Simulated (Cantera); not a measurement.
## Hydrocarbon pyrolysis for carbon deposition

An isothermal, constant-pressure homogeneous reactor starts with 39.9 % C2H6, 59.8 % H2, 0.347 % H2O, at 1975 K and 240 Torr.

Detailed kinetics in Cantera: GRI-Mech 3.0 (53 species, 325 reactions). GRI-Mech 3.0 stops at C3 and has no aromatics, soot or wall deposition, so with more carbon than oxygen in the feed, carbon stays in small species such as C2H2 where larger ones or solid carbon would form.

```csv
t (s),x C2H6,x H2,x CH4,x H,x C2H2
5.00e-6,0.0550,0.529,0.186,0.00685,0.0177
1.52e-5,0.00386,0.567,0.230,0.00431,0.0836
4.59e-5,0.000735,0.608,0.208,0.00198,0.131
0.000139,0.000291,0.638,0.180,0.00144,0.160
0.000422,0.000167,0.673,0.134,0.00154,0.179
0.00128,5.63e-5,0.718,0.0752,0.00172,0.198
0.00387,1.03e-5,0.752,0.0306,0.00193,0.212
0.0117,1.28e-6,0.767,0.0103,0.00208,0.218
0.0356,1.90e-7,0.772,0.00376,0.00213,0.219
0.108,6.79e-8,0.774,0.00201,0.00214,0.219
0.327,5.84e-8,0.774,0.00181,0.00214,0.219
0.990,5.84e-8,0.774,0.00181,0.00214,0.219
3.00,5.84e-8,0.774,0.00181,0.00214,0.219
```
x: mole fraction; the columns are a selection and need not sum to one.

Equilibrium at this temperature and pressure: C2H6 5.84e-8, H2 0.774, CH4 0.00181, H 0.00214, C2H2 0.219 (gas phase only).
